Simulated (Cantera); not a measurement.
Input: 1 mol Si, 0.018 mol CO2, 180 mol N2, 0.012 mol O2, at 1773.15 K.

Method: chemical equilibrium by Gibbs-energy minimisation in Cantera with the NASA 1993 tables (ideal gas, pure condensed phases). Candidate condensed phases: C, Si, SiC, SiO2, Si2N2O, Si3N4; 34 gas species. Mutual solubility and eutectic melting of coexisting phases are not modelled. The numbers say what is thermodynamically allowed, not how fast it happens.

What share of the Si ends up in condensed phases as a function of P (Pa), at 0.100, 1, 10, 100, 1000, 10000, 100000, 1000000?


```tsv
P (Pa)	Si condensed (%)	as
0.100	0.0	-
1	0.0	-
10	0.0	-
100	52.1	Si(l) + SiC(s)
1000	91.9	SiC(s) + Si3N4(s)
10000	95.7	Si3N4(s)
100000	99.3	Si2N2O(s) + Si3N4(s)
1000000	100.0	Si2N2O(s) + Si3N4(s)
```
